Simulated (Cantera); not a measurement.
An adiabatic, constant-volume homogeneous reactor starts with H2 : O2 : N2 = 1 : 0.877 : 4.12 (molar parts), at 1173 K and 3830 Torr. Integrator tolerance rtol = 1e-08.

Computed with Cantera and the H2/O2 subset of GRI-Mech 3.0, which has no nitrogen chemistry. The hydrogen kinetics of GRI-Mech 3.0 are dated; newer H2 mechanisms differ, most at raised pressure.

**Question.** How do the results move with these cheaper or finer settings: rtol 1e-08 to 0.01; full GRI-Mech 3.0 in place of its H2/O2 subset; rtol 1e-08 to 1e-06?

**Answer.** 
| setting | time of steepest temperature rise | temperature at 7.00 s | equilibrium temperature | x(H2) at 7.00 s | integrator steps |
|---|---|---|---|---|---|
| as above | 27.5 µs | 2567 K | 2567 K | 0.00174 | 1070 |
| rtol 1e-08 to 0.01 | 27.2 µs | 2566 K | 2567 K | 0.00173 | 254 |
| full GRI-Mech 3.0 in place of its H2/O2 subset | 27.5 µs | 2538 K | 2538 K | 0.00161 | 1307 |
| rtol 1e-08 to 1e-06 | 27.5 µs | 2567 K | 2567 K | 0.00174 | 698 |
